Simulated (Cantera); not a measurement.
Charge: 1 mol C2H6, 1.9 mol O2, 0.74 mol H2, at 74300 Torr.

Method: chemical equilibrium by Gibbs-energy minimisation in Cantera with the NASA 1993 tables (ideal gas, pure condensed phases). Candidate condensed phases: C, C6H6, C7H8, C8H18, H2O; 110 gas species. The ideal-gas law is rough above about 30 bar. Equilibrium is a limit: real reactors are often held back by kinetics, nucleation or transport.

Question: What share of the C ends up in condensed phases as a function of T (K), at 700, 900, 1100, 1300, 1500, 1700, 1900?

Answer: 
| T (K) | C condensed (%) | as |
|---|---|---|
| 700 | 13.1 | C(graphite) |
| 900 | 2.8 | C(graphite) |
| 1100 | 0.0 | - |
| 1300 | 0.0 | - |
| 1500 | 0.0 | - |
| 1700 | 0.0 | - |
| 1900 | 0.0 | - |
